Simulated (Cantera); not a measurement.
Cantera run:

```python
import numpy as np
import cantera as ct

gas_names = """
    C CH CH2 CH3 CH2OH CH3O CH4 CH3OH CO CO2 COOH C2 C2H CHCO,ketyl C2H2,acetylene C2H2,vinylidene
    CH2CO,ketene C2H3,vinyl CH3CO,acetyl C2H4 C2H4O,ethylen CH3CHO,ethanal CH3COOH (HCOOH)2 C2H5 C2H6
    CH3OCH3 C2H5OH C2O C3 C3H3,propargyl C3H4,allene C3H4,propyne C3H4,cyclo- C3H5,allyl C3H6,propylene
    C3H6,cyclo- C3H6O C3H7,n-propyl C3H7,i-propyl C3H8 C3H8O,1propanol C3H8O,2propanol C3O2 C4 C4H2
    C4H4,1,3-cyclo- C4H6,butadiene C4H6,2-butyne C4H6,cyclo- C4H8,1-butene C4H8,cis2-buten
    C4H8,tr2-butene C4H8,isobutene C4H8,cyclo- (CH3COOH)2 C4H9,n-butyl C4H9,i-butyl C4H9,s-butyl
    C4H9,t-butyl C4H10,isobutane C4H10,n-butane C5 C5H6,1,3cyclo- C5H8,cyclo- C5H10,1-pentene
    C5H10,cyclo- C5H11,pentyl C5H11,t-pentyl C5H12,n-pentane C5H12,i-pentane CH3C(CH3)2CH3 C6H2
    C6H5,phenyl C6H5O,phenoxy C6H6 C6H5OH,phenol C6H10,cyclo- C6H12,1-hexene C6H12,cyclo- C6H13,n-hexyl
    C7H7,benzyl C7H8 C7H8O,cresol C7H14,1-heptene C7H15,n-heptyl C7H16,n-heptane C8H8,styrene
    C8H10,ethylbenz C8H16,1-octene C8H17,n-octyl C8H18,isooctane C8H18,n-octane C9H19,n-nonyl
    C10H8,naphthale C10H21,n-decyl C12H9,o-bipheny C12H10,bipheny Fe FeC5O5 FeO Fe(OH)2 H HCO HO2 H2
    HCHO,formaldehy HCOOH H2O H2O2 O OH O2 O3
""".split()
cond_names = """
    C(gr) C6H6(L) C7H8(L) C8H18(L),n-octa Fe(a) Fe(c) Fe(d) Fe(L) FeC5O5(L) FeO(s) FeO(L) Fe(OH)2(s)
    Fe(OH)3(s) Fe2O3(s) Fe3O4(s) H2O(s) H2O(L)
""".split()


def load(file, names, dense=False):
    # The tables refer to 1 bar. Condensed volumes are neglected.
    table = {s.name: s for s in ct.Species.list_from_file(file)}
    out = []
    for n in names:
        d = dict(table[n].input_data)
        d["thermo"] = dict(d["thermo"], **{"reference-pressure": 1e5})
        if dense:
            d["equation-of-state"] = {"model": "constant-volume", "density": "1e6 g/cm^3"}
        out.append(ct.Species.from_dict(d))
    return out


gas = ct.Solution(thermo="ideal-gas", species=load("nasa_gas.yaml", gas_names))
cond = {s.name: ct.Solution(thermo="fixed-stoichiometry", species=[s], name=s.name)
        for s in load("nasa_condensed.yaml", cond_names, dense=True)}
atoms = {
    'Fe(CO)5': {'Fe': 1, 'C': 5, 'O': 5},
    'H2': {'H': 2},
    'CO': {'C': 1, 'O': 1},
}
top_T = {'C(gr)': 4500, 'Fe2O3(s)': 1830, 'Fe3O4(s)': 1870}  # K; cautious upper limits of use, not melting points


def equilibrate(T, P, feed):
    n = {}
    for name, mol in feed.items():
        for a, k in atoms[name].items():
            n[a] = n.get(a, 0.0) + k * mol
    gas.TPX = T, P, n
    mass = sum(n.values()) * gas.mean_molecular_weight
    gas.equilibrate("TP")
    valid = [c for c in cond.values() if c.min_temp <= T <= top_T.get(c.name, c.max_temp)]
    mix = ct.Mixture([(gas, mass / gas.mean_molecular_weight)] + [(c, 0.0) for c in valid])
    mix.T, mix.P = T, P
    mix.equilibrate("TP", solver="vcs", rtol=1e-11, max_steps=5000)
    return mix


results = []
feed = {'Fe(CO)5': 1, 'H2': 0.55, 'CO': 0.07}  # mol
T = 1598  # K
P = 1000  # Pa
mix = equilibrate(T, P, feed)
results.append((T, P, feed, dict(zip(mix.species_names, mix.species_moles))))
x = sorted(zip(gas.X, gas.species_names), reverse=True)
print(f"T = {T:g} K  P = {P:g} Pa  gas = {mix.phase_moles(0):.4g} mol")
print("   x: " + "  ".join(f"{s} {v:.3e}" for v, s in x if v > 0.001))
print("   condensed (mol): " + ("  ".join(f"{mix.phase(i).name} {mix.phase_moles(i):.4g}"
      for i in range(1, mix.n_phases) if mix.phase_moles(i) > 1e-12) or "none"))
```

It prints:

```
T = 1598 K  P = 1000 Pa  gas = 5.621 mol
   x: CO 9.020e-01  H2 9.776e-02
   condensed (mol): Fe(c) 0.9994
```

Cantera equilibrium calculation (NASA polynomials, part measured and part estimated; ideal gas, pure solids and liquids).
